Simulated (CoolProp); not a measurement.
The numbers come from the reference Helmholtz-energy equation of state, Tillner-Roth 1997 in CoolProp.

Give the vapour pressure (MPa), enthalpy of vaporisation (kJ/kg), vapour viscosity (µPa s), liquid conductivity (mW/(m K)) of saturated CH2F2 (R32) at 256, 266.8, 272.2 K.


| T (K) | p (MPa) | enthalpy of vaporisation (kJ/kg) | vapour viscosity (µPa s) | liquid conductivity (mW/(m K)) |
|---|---|---|---|---|
| 256 | 0.451 | 340 | 11.5 | 168 |
| 266.8 | 0.660 | 325 | 12.0 | 160 |
| 272.2 | 0.789 | 317 | 12.3 | 155 |

Viscosity comes from a separate model (Bell 2016), an estimate that may be off by 10 % or more. Thermal conductivity comes from a separate model (Huber 2003), an estimate that may be off by 10 % or more.
